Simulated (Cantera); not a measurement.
## Adiabatic ignition

An adiabatic, constant-pressure homogeneous reactor starts with 15.7 % CO, 17.2 % H2, 13.7 % O2, 53.4 % N2, equivalence ratio 1.2, at 1425 K and 1000000 Pa.

Computed with Cantera and GRI-Mech 3.0 (53 species, 325 reactions). The hydrogen kinetics of GRI-Mech 3.0 are dated; newer H2 mechanisms differ, most at raised pressure.

```
t (s)     T (K)    x CO    x H2    x O2      x NO   x H2O2      x H  x H2O
--------  -----  ------  ------  ------  --------  -------  -------  -----
4.00e-6    2583   0.100  0.0271  0.0268  0.000107  1.04e-6   0.0208  0.138
2.03e-5    2982  0.0812  0.0189  0.0136   0.00131  1.01e-6  0.00660  0.162
0.000103   2974  0.0817  0.0192  0.0122   0.00573  9.43e-7  0.00642  0.162
0.000524   2966  0.0823  0.0195  0.0112   0.00917  8.92e-7  0.00632  0.162
0.00266    2966  0.0823  0.0195  0.0112   0.00921  8.92e-7  0.00631  0.162
0.0135     2966  0.0823  0.0195  0.0112   0.00921  8.92e-7  0.00631  0.162
0.0687     2966  0.0823  0.0195  0.0112   0.00921  8.92e-7  0.00631  0.162
0.349      2966  0.0823  0.0195  0.0112   0.00921  8.92e-7  0.00631  0.162
1.77       2966  0.0823  0.0195  0.0112   0.00921  8.92e-7  0.00631  0.162
9.00       2966  0.0823  0.0195  0.0112   0.00921  8.92e-7  0.00631  0.162
```
x: mole fraction; the columns are a selection and need not sum to one.

```
Item                                                               Value
---------------------------------  -------------------------------------
time of steepest temperature rise                                2.50 µs
temperature at 9.00 s                                             2966 K
equilibrium temperature                                           2966 K
x(CO) at 9.00 s                    0.0823 (gas-phase equilibrium 0.0823)
x(H2) at 9.00 s                    0.0195 (gas-phase equilibrium 0.0195)
x(O2) at 9.00 s                    0.0112 (gas-phase equilibrium 0.0112)
```
